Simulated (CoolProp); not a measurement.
R1123 along the isotherm 351.2 K: density (kg/m³) from the reference equation and from simpler models built on Tc = 331.7 K, pc = 4.549 MPa, ω = 0.243; each cubic takes its own stable root.

The numbers come from the reference Helmholtz-energy equation of state, Akasaka 2020 in CoolProp.

| p (MPa) | phase | reference | ideal gas | van der Waals | Redlich-Kwong | Soave-Redlich-Kwong |
|---|---|---|---|---|---|---|
| 1.54 | gas | 48.26 | 43.26 | 47.78 | 48.28 | 48.10 |
| 3.08 | gas | 111.5 | 86.52 | 109.5 | 111.7 | 110.5 |
| 4.62 | supercritical | 207.5 | 129.8 | 207.1 | 209.7 | 203.0 |
| 6.15 | supercritical | 421.0 | 172.8 | 446.2 | 429.3 | 381.6 |
| 7.69 | supercritical | 665.6 | 216.0 | 536.4 | 591.2 | 555.6 |
| 9.23 | supercritical | 755.1 | 259.3 | 580.3 | 665.8 | 639.5 |
| 10.8 | supercritical | 806.5 | 303.4 | 610.9 | 716.5 | 694.9 |
| 12.3 | supercritical | 841.6 | 345.5 | 633.4 | 753.6 | 734.8 |
| 13.8 | supercritical | 869.3 | 387.6 | 651.9 | 784.0 | 767.2 |
| 15.4 | supercritical | 893.8 | 432.6 | 668.6 | 811.5 | 796.2 |
| 16.9 | supercritical | 913.6 | 474.7 | 682.2 | 833.8 | 819.8 |
| 18.5 | supercritical | 932.1 | 519.7 | 695.0 | 855.0 | 842.0 |
| 20 | supercritical | 947.7 | 561.8 | 705.8 | 872.9 | 860.6 |
